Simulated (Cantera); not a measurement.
Feed: 1 mol Al, 0.83 mol Cl₂, 49 mol N₂, equilibrated at 177 °C and 188 Torr.

These are equilibrium values from Cantera (NASA tables, ideal gas, pure condensed phases), not measurements of a reactor. Candidate condensed phases: Al, AlCl₃, AlN; 11 gas species. Rates play no part.

Base state: N₂ 0.994, Al₂Cl₆ 0.00561, AlCl₃ 6.61e-5 (mole fractions); condensed: AlN(s).

Task: What changes in the equilibrium state with this change: Cl₂ from 0.83 to 2.7 mol?

Result: 
```
species       before    after
-----------  -------  -------
N₂             0.994    0.966
Cl₂            <1e-9   0.0237
Al₂Cl₆       0.00561  0.00982
AlCl₃        6.61e-5  8.74e-5
AlN(s), mol    0.447        0
```
